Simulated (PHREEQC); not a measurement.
NaF is added in steps, without added water, to 1 kg of water holding 3.4 mmol/kgw HCl, 0.23 mmol/kgw Li2SO4 and 1.1 mmol/kgw Na2SO4, at 25 °C. Oxygen alone is held at its pressure in air (log pO2 = -0.68). CO2 from the air is kept out. Solids allowed: Halite. Others were left out.

Base run: PHREEQC, ion-association model, phreeqc.dat. Each further column changes one thing. The table gives HSO4- (mol/kgw).

| NaF added (mol) | base | all activity coefficients set to 1 | database wateq4f.dat | metal-ligand complexes left out | Davies equation for every ion |
|---|---|---|---|---|---|
| 0 | 0.000238 | 0.000305 | 0.000238 | 0.000240 | 0.000235 |
| 0.00125 | 0.000180 | 0.000232 | 0.000179 | 0.000181 | 0.000177 |
| 0.002917 | 0.000115 | 0.000148 | 0.000115 | 0.000117 | 0.000114 |
| 0.004167 | 8.21e-5 | 0.000104 | 8.16e-5 | 8.37e-5 | 8.11e-5 |
| 0.005833 | 5.55e-5 | 6.96e-5 | 5.49e-5 | 5.67e-5 | 5.47e-5 |
| 0.007083 | 4.34e-5 | 5.43e-5 | 4.29e-5 | 4.45e-5 | 4.28e-5 |
| 0.00875 | 3.30e-5 | 4.13e-5 | 3.26e-5 | 3.40e-5 | 3.26e-5 |
| 0.01 | 2.78e-5 | 3.48e-5 | 2.74e-5 | 2.87e-5 | 2.74e-5 |

 phreeqc.dat and wateq4f.dat share most of their constants, so their agreement is no independent check. Solids allowed in the column 'database wateq4f.dat': Halite, Mirabilite.
